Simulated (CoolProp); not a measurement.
Computed with CoolProp (reference Helmholtz-energy equation of state, Zhou 2011).

Question: Give the vapour pressure (bar), vapour density (kg/m³), enthalpy of vaporisation (kJ/kg), liquid cp (kJ/(kg K)) of saturated dimethyl carbonate at 39.75, 91.55, 101.85 °C.

Answer: 
```json
[
 {"T (°C)": "39.75", "p (bar)": "0.148", "vapour density (kg/m³)": "0.517", "enthalpy of vaporisation (kJ/kg)": "409", "liquid cp (kJ/(kg K))": "1.85"},
 {"T (°C)": "91.55", "p (bar)": "1.06", "vapour density (kg/m³)": "3.25", "enthalpy of vaporisation (kJ/kg)": "375", "liquid cp (kJ/(kg K))": "1.96"},
 {"T (°C)": "101.85", "p (bar)": "1.45", "vapour density (kg/m³)": "4.36", "enthalpy of vaporisation (kJ/kg)": "367", "liquid cp (kJ/(kg K))": "1.99"}
]
```
